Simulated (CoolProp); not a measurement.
Carbon monoxide along the isotherm -164.45 °C: density (kg/m³) from the reference equation and from simpler models built on Tc = -140.3 °C, pc = 3498 kPa, ω = 0.050; each cubic takes its own stable root.

Model: reference Helmholtz-energy equation of state, Lemmon 2006, in CoolProp. It is a short technical equation, of lower accuracy than the large ones.

| p (kPa) | phase | reference | van der Waals | Peng-Robinson |
|---|---|---|---|---|
| 16.6 | gas | 0.5159 | 0.5156 | 0.5161 |
| 37.8 | gas | 1.179 | 1.178 | 1.180 |
| 85.9 | gas | 2.702 | 2.694 | 2.706 |
| 196 | gas | 6.290 | 6.246 | 6.309 |
| 445 | gas | 15.01 | 14.74 | 15.11 |
| 1010 | liquid | 655.8 | 37.33 | 713.7 |
| 2310 | liquid | 664.8 | 457.7 | 728.3 |
| 5250 | liquid | 681.9 | 484.5 | 754.8 |

At some of these states van der Waals gives the other phase, because its saturation line lies elsewhere.
